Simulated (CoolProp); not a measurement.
Values from CoolProp's reference Helmholtz-energy equation of state, Lemmon 2016.

### Question
Give the vapour pressure (bar), vapour density (kg/m³), enthalpy of vaporisation (kJ/kg) of saturated R115 at -38.55, -16.85, -6.05 °C.

### Answer
```
T (°C)  p (bar)  vapour density (kg/m³)  enthalpy of vaporisation (kJ/kg)
------  -------  ----------------------  --------------------------------
-38.55     1.04                    8.64                               125
-16.85     2.49                    19.7                               116
-6.05      3.63                    28.2                               111
```
